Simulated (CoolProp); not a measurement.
Properties of octamethyltrisiloxane (MDM) at several states (Tc = 565.4 K, pc = 1.438 MPa, ω = 0.528).

The numbers come from the reference Helmholtz-energy equation of state, Thol 2017 in CoolProp.

| T (K) | p (MPa) | phase | Z | cp (kJ/(kg K)) | cv (kJ/(kg K)) | speed of sound (m/s) | Joule-Thomson coefficient (K/MPa) | isothermal compressibility (1/MPa) |
|---|---|---|---|---|---|---|---|---|
| 448.2 | 6.91 | liquid | 0.6472 | 2.127 | 1.844 | 553.8 | [?] | 0.005550 |
| 405.8 | 0.955 | liquid | 0.09528 | 2.052 | 1.738 | 578.9 | [?] | 0.005015 |
| 343.7 | 2.08 | liquid | 0.2228 | 1.889 | 1.580 | 783.9 | -0.3739 | 0.002518 |
| 331.4 | 0.164 | liquid | 0.01801 | 1.862 | [?] | 805.4 | -0.3854 | 0.002372 |
| 496.2 | 0.311 | gas | 0.8644 | 1.986 | 1.910 | 115.1 | [?] | 3.805 |
| 322.5 | 0.0504 | liquid | [?] | [?] | [?] | 834.0 | [?] | 0.002192 |

Question: Complete the blanks.

Answer: 
- 448.2, Joule-Thomson coefficient (K/MPa): -0.2148
- 405.8, Joule-Thomson coefficient (K/MPa): -0.2288
- 331.4, cv (kJ/(kg K)): 1.549
- 496.2, Joule-Thomson coefficient (K/MPa): 17.41
- 322.5, Z: 0.005623
- 322.5, cp (kJ/(kg K)): 1.841
- 322.5, cv (kJ/(kg K)): 1.527
- 322.5, Joule-Thomson coefficient (K/MPa): -0.3995
